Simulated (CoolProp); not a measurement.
Vapour-liquid equilibrium of carbon dioxide (1) + R227EA (2) at -43.35 °C; x and y are mole fractions of (1).

Model: multi-fluid Helmholtz-energy mixture model, Span 1996 and Lemmon 2016; pair parameters Bell 2016, in CoolProp.

```tsv
x	bubble pressure (kPa)	y at the bubble point	dew pressure at overall composition x (kPa)	liquid density (mol/L)
0.05	67.41	(withheld)	28.07	9.960
0.2	193.1	(withheld)	33.23	11.15
0.35	318.0	0.937	40.68	12.59
0.5	440.4	0.963	52.39	(withheld)
0.65	564.0	0.978	73.52	16.67
0.8	695.0	(withheld)	123.1	19.69
0.95	(withheld)	(withheld)	(withheld)	23.88
```

**Question.** Fill in the missing entries.

**Answer.** 
- 0.05, y at the bubble point: 0.616
- 0.2, y at the bubble point: 0.881
- 0.5, liquid density (mol/L): 14.38
- 0.8, y at the bubble point: 0.989
- 0.95, bubble pressure (kPa): 837.2
- 0.95, y at the bubble point: 0.998
- 0.95, dew pressure at overall composition x (kPa): 369.9

No azeotrope shows between x = 0.05 and 0.95.

The pair parameters rest on a limited set of measurements; away from them the model extrapolates.
